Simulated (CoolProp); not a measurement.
Vapour-liquid equilibrium of propane (1) + dimethyl ether (2) at 267.9 K; x and y are mole fractions of (1).

Values from CoolProp's multi-fluid Helmholtz-energy mixture model, Lemmon 2009 and Wu 2011; pair parameters Bell 2016.

```csv
x,"bubble pressure, mixture model (bar)","bubble pressure, Raoult's law (bar)","y, mixture model","y, Raoult's law"
0.05,2.447,2.301,0.135,0.088
0.15,2.837,2.482,0.317,0.243
0.25,3.139,2.664,0.438,0.378
0.35,3.377,2.846,0.527,0.495
0.45,3.566,3.028,0.601,0.599
0.55,3.719,3.210,0.667,0.690
0.65,3.842,3.392,0.730,0.772
0.75,3.937,3.574,0.795,0.845
0.85,4.003,3.755,0.866,0.912
0.95,4.032,3.937,0.951,0.972
```

The largest gap from Raoult's law is +18.7 % in bubble pressure, at x = 0.35. No azeotrope shows between x = 0.05 and 0.95.

The pair parameters rest on a limited set of measurements; away from them the model extrapolates.
